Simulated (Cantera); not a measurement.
A perfectly stirred reactor is fed with NH3 : H2 = 1 : 2.1 (molar parts), at 1.01 bar; it is held at 1475 K, and followed from long to short residence time.

Model: the gas-phase N/H chemistry of the illustrative SiF4/NH3 mechanism in the Surface Chemkin manual (1991), integrated in Cantera. Walls and surfaces, which speed up NH3 decomposition in real reactors, are not modelled.

Q: What does this change do: temperature 1475 to 1375 K?

A: 
```
quantity                 before     after
---------------------  --------  --------
x(NH3) at τ = 15.0 s      0.306     0.321
x(H2) at τ = 15.0 s       0.688     0.678
x(NH2) at τ = 15.0 s    9.26e-6   2.54e-6
x(N) at τ = 15.0 s     1.79e-10  1.02e-11
x(H) at τ = 15.0 s      9.65e-6   2.73e-6
x(NH3) at τ = 47.0 ms     0.323     0.323
x(H2) at τ = 47.0 ms      0.677     0.677
x(NH2) at τ = 47.0 ms   9.14e-6   2.15e-6
x(N) at τ = 47.0 ms    1.55e-10  6.16e-12
x(H) at τ = 47.0 ms     8.88e-6   2.30e-6
```

Q: What does this change do: pressure from 1.01 bar to 105 Torr?

A: 
```json
[
 {"quantity": "x(NH3) at τ = 15.0 s", "before": "0.306", "after": "0.312"},
 {"quantity": "x(H2) at τ = 15.0 s", "before": "0.688", "after": "0.684"},
 {"quantity": "x(NH2) at τ = 15.0 s", "before": "9.26e-6", "after": "1.86e-5"},
 {"quantity": "x(N) at τ = 15.0 s", "before": "1.79e-10", "after": "1.38e-9"},
 {"quantity": "x(H) at τ = 15.0 s", "before": "9.65e-6", "after": "1.89e-5"},
 {"quantity": "x(NH3) at τ = 47.0 ms", "before": "0.323", "after": "0.323"},
 {"quantity": "x(H2) at τ = 47.0 ms", "before": "0.677", "after": "0.677"},
 {"quantity": "x(NH2) at τ = 47.0 ms", "before": "9.14e-6", "after": "8.21e-6"},
 {"quantity": "x(N) at τ = 47.0 ms", "before": "1.55e-10", "after": "1.12e-10"},
 {"quantity": "x(H) at τ = 47.0 ms", "before": "8.88e-6", "after": "7.97e-6"}
]
```
